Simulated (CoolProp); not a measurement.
A single-stage vapour-compression cycle with R115: evaporating at 201.15 K (dew point), condensing at 258.15 K (bubble point), superheat 2 K, subcooling 2 K, compressor efficiency 0.75, no pressure losses. Each further row changes one setting.

Values from CoolProp's reference Helmholtz-energy equation of state, Lemmon 2016.

```json
[
 {"case": "as stated", "cooling COP": "2.00", "pressure ratio": "15.1", "discharge temperature (K)": "276.4", "refrigerating effect (kJ/kg)": "87.0", "volumetric capacity (kJ/m³)": "142"},
 {"case": "evaporating temperature 206.15 K", "cooling COP": "2.32", "pressure ratio": "___", "discharge temperature (K)": "273.7", "refrigerating effect (kJ/kg)": "___", "volumetric capacity (kJ/m³)": "195"},
 {"case": "condensing temperature 253.15 K", "cooling COP": "2.28", "pressure ratio": "12.6", "discharge temperature (K)": "271.1", "refrigerating effect (kJ/kg)": "91.9", "volumetric capacity (kJ/m³)": "150"},
 {"case": "subcooling 7 K", "cooling COP": "2.12", "pressure ratio": "15.1", "discharge temperature (K)": "276.4", "refrigerating effect (kJ/kg)": "91.9", "volumetric capacity (kJ/m³)": "150"},
 {"case": "superheat 12 K", "cooling COP": "2.04", "pressure ratio": "15.1", "discharge temperature (K)": "287.6", "refrigerating effect (kJ/kg)": "92.9", "volumetric capacity (kJ/m³)": "___"},
 {"case": "compressor efficiency 0.65", "cooling COP": "1.74", "pressure ratio": "15.1", "discharge temperature (K)": "285.6", "refrigerating effect (kJ/kg)": "87.0", "volumetric capacity (kJ/m³)": "142"}
]
```

Problem. Fill in the missing entries.

Solution. 
- evaporating temperature 206.15 K, pressure ratio: 11.1
- evaporating temperature 206.15 K, refrigerating effect (kJ/kg): 89.8
- superheat 12 K, volumetric capacity (kJ/m³): 144
